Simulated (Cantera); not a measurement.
# Reactions in the system F-N-Pb

Source: NASA polynomial tables (part measured, part estimated), evaluated in Cantera. Values are per mole of reaction as written; species without (g) are pure solids or liquids, kept so even where they would boil at 1 bar.

2 NF3(g) + 3 Pb(g) = 3 PbF2 + 2 N(g)

```json
[
 {"T (K)": "525", "ΔH° (kJ)": "-1388.8", "ΔS° (J/K)": "-354.9", "ΔG° (kJ)": "-1202.5", "log10 K": "119.64", "condensed phases": "PbF2(s)"},
 {"T (K)": "625", "ΔH° (kJ)": "-1373.1", "ΔS° (J/K)": "-328.0", "ΔG° (kJ)": "-1168.1", "log10 K": "97.63", "condensed phases": "PbF2(s)"},
 {"T (K)": "725", "ΔH° (kJ)": "-1350.2", "ΔS° (J/K)": "-294.0", "ΔG° (kJ)": "-1137.0", "log10 K": "81.92", "condensed phases": "PbF2(s)"},
 {"T (K)": "825", "ΔH° (kJ)": "-1331.8", "ΔS° (J/K)": "-270.1", "ΔG° (kJ)": "-1109.0", "log10 K": "70.21", "condensed phases": "PbF2(s)"},
 {"T (K)": "925", "ΔH° (kJ)": "-1321.1", "ΔS° (J/K)": "-257.8", "ΔG° (kJ)": "-1082.6", "log10 K": "61.14", "condensed phases": "PbF2(s)"},
 {"T (K)": "1025", "ΔH° (kJ)": "-1312.3", "ΔS° (J/K)": "-248.8", "ΔG° (kJ)": "-1057.3", "log10 K": "53.88", "condensed phases": "PbF2(s)"},
 {"T (K)": "1125", "ΔH° (kJ)": "-1260.3", "ΔS° (J/K)": "-201.6", "ΔG° (kJ)": "-1033.6", "log10 K": "47.99", "condensed phases": "PbF2(l)"},
 {"T (K)": "1225", "ΔH° (kJ)": "-1246.0", "ΔS° (J/K)": "-189.3", "ΔG° (kJ)": "-1014.1", "log10 K": "43.24", "condensed phases": "PbF2(l)"}
]
```
